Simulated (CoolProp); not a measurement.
R1234yf along the isotherm 268 K: density (kg/m³) from the reference equation and from simpler models built on Tc = 367.8 K, pc = 3.384 MPa, ω = 0.276; each cubic takes its own stable root.

Model: reference Helmholtz-energy equation of state, Lemmon 2022, in CoolProp.

```
p (MPa)   phase  reference
-------  ------  ---------
0.0268      gas      1.383
0.0507      gas      2.637
0.0962      gas      5.079
0.182       gas      9.903
0.346    liquid       1192
0.655    liquid       1194
1.24     liquid       1196
2.35     liquid       1201
4.46     liquid       1209
8.46     liquid       1224
```

How far does each simpler model (van der Waals, Redlich-Kwong, Soave-Redlich-Kwong, Peng-Robinson) lie from the reference over these 10 states: mean and median of the absolute difference, and the worst?


- van der Waals: mean 35.8 %, median 38.5 %, worst -98.4 % at 268 K and 0.346 MPa
- Redlich-Kwong: mean 17.1 %, median 13.1 %, worst -98.4 % at 268 K and 0.346 MPa
- Soave-Redlich-Kwong: mean 6.5 %, median 10.1 %, worst -11.1 % at 268 K and 0.346 MPa
- Peng-Robinson: mean 0.7 %, median 0.8 %, worst +1.7 % at 268 K and 8.46 MPa

At some of these states van der Waals, Redlich-Kwong gives the other phase, because its saturation line lies elsewhere.
